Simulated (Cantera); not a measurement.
Charge: 1 mol Si3N4, 0.67 mol CO2, 110 mol N2, equilibrated at 0.100 bar.

These are equilibrium values from Cantera (NASA tables, ideal gas, pure condensed phases), not measurements of a reactor. Candidate condensed phases: C, Si, SiC, SiO2, Si2N2O, Si3N4; 34 gas species. Mutual solubility and eutectic melting of coexisting phases are not modelled. The tables' values for SiN are old estimates; treat these amounts as uncertain. Rates play no part.

x: gas mole fraction; n: condensed amount in mol.

```csv
T (°C),x N2,x SiO,x CO,x Si,x Si2N,n C(graphite),n Si2N2O(s),n Si3N4(s),n SiC(s),n Si(l)
725,1.00,<1e-12,7.03e-10,<1e-12,<1e-12,0.670,1.34,0.107,0,0
825,1.00,<1e-12,2.66e-8,<1e-12,<1e-12,0.670,1.34,0.107,0,0
925,1.000,[?],[?],<1e-12,<1e-12,0.670,1.34,0.107,0,0
1025,1.000,4.89e-10,6.92e-6,<1e-12,<1e-12,0.669,1.34,0.107,0,0
1125,1.000,2.29e-8,6.09e-5,1.12e-11,<1e-12,0.663,1.33,0.111,0,0
1225,1.000,6.35e-7,0.000399,5.94e-10,2.16e-12,0.626,1.30,0.136,0,0
1325,0.999,1.15e-5,0.00106,1.90e-8,1.77e-10,0,1.22,0.000827,0.553,0
1425,0.998,[?],[?],[?],[?],0,[?],[?],[?],0
1525,0.995,0.00140,0.00383,5.99e-6,2.64e-7,0,0.759,0.360,0.245,0
1625,0.988,0.00737,0.00460,6.72e-5,5.65e-6,0,0,0.670,0.155,0
1725,0.988,0.00896,0.00286,0.000425,4.60e-5,0,0,0,0.344,1.57
```

Question: Fill in the missing entries.

Answer: 
- 925, x SiO: 5.41e-12
- 925, x CO: 5.43e-7
- 1425, x SiO: 0.000147
- 1425, x CO: 0.00209
- 1425, x Si: 4.01e-7
- 1425, x Si2N: 8.52e-9
- 1425, n Si2N2O(s): 1.09
- 1425, n Si3N4(s): 0.120
- 1425, n SiC(s): 0.438
